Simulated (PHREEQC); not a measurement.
A solution holds 0.045 mol/kgw Pb(NO3)2 and 0.0765 mol/kgw NaNO3, at 25 °C. Closed to the air; pH follows from the charge balance.

Model: ion-association model, phreeqc.dat, run in PHREEQC.

No solid was allowed to form.

Q: Predict the pH.

A: pH 4.64.

Q: In which forms is Pb present?

A: Pb+2 60 %, PbNO3+ 40 % of the Pb.

Species that the database lacks are ignored.
